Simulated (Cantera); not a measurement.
Reactions in the system F-Mg-N-O

Source: NASA polynomial tables (part measured, part estimated), evaluated in Cantera. Values are per mole of reaction as written; species without (g) are pure solids or liquids, kept so even where they would boil at 1 bar.

2 NO(g) + 3 MgF₂ + O(g) = 2 NF₃(g) + 3 MgO

```csv
T (K),ΔH° (kJ),ΔS° (J/K),ΔG° (kJ),log10 K
2475,635.2,-325.4,1440.5,-30.40
2525,633.6,-326.0,1456.8,-30.14
2575,632.0,-326.6,1473.1,-29.88
2625,630.5,-327.2,1489.4,-29.64
2675,628.9,-327.8,1505.8,-29.40
2725,627.4,-328.4,1522.2,-29.18
```
